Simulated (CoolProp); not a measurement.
The numbers come from the reference Helmholtz-energy equation of state, McLinden 2015 in CoolProp.

Question: For the fluoroketone C6F12O (FK-5-1-12), give the phase and the cp (kJ/(kg K)), cv (kJ/(kg K)), speed of sound (m/s), isothermal compressibility (1/MPa) at 8.95 °C and 2600 kPa; -44.35 °C and 18.7 kPa.

Answer: 
- 8.95 °C and 2600 kPa: liquid; cp 1.09, cv 0.879, speed of sound 573, isothermal compressibility 0.00228
- -44.35 °C and 18.7 kPa: liquid; cp 1.10, cv 0.877, speed of sound 730, isothermal compressibility 0.00131
